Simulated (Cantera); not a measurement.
Cantera run, input and output.

```python
import numpy as np
import cantera as ct

gas = ct.Solution("gri30.yaml")


def delay(T, t_max=10):
    gas.TPX = T, 1000000, {'CO': 1, 'H2': 0.81, 'CH4': 1.3, 'O2': 4.49, 'N2': 22.5}
    reactor = ct.IdealGasConstPressureReactor(gas, clone=False)
    net = ct.ReactorNet([reactor])
    net.rtol, net.atol = 1e-8, 1e-16
    while net.time < t_max:
        t_old, T_old = net.time, reactor.T
        net.step()
        if reactor.T > T + 400:  # ignition: a rise of 400 K
            return t_old + (T + 400 - T_old) / (reactor.T - T_old) * (net.time - t_old)
    return np.nan


taus = []
for T in [900, 975, 1050, 1125, 1200, 1275]:
    taus.append(delay(T))
    print(f"T0 = {T:6g} K   tau = {taus[-1]:.4e} s")
```

Output:

```
T0 =    900 K   tau = 1.6210e-01 s
T0 =    975 K   tau = 2.2003e-02 s
T0 =   1050 K   tau = 3.8386e-03 s
T0 =   1125 K   tau = 9.4671e-04 s
T0 =   1200 K   tau = 3.5503e-04 s
T0 =   1275 K   tau = 1.7437e-04 s
```

Computed with Cantera and GRI-Mech 3.0 (53 species, 325 reactions). Below about 1000 K GRI-Mech 3.0 lacks low-temperature oxidation paths. Below about 950 K walls govern HO2 and H2O2 in real vessels.
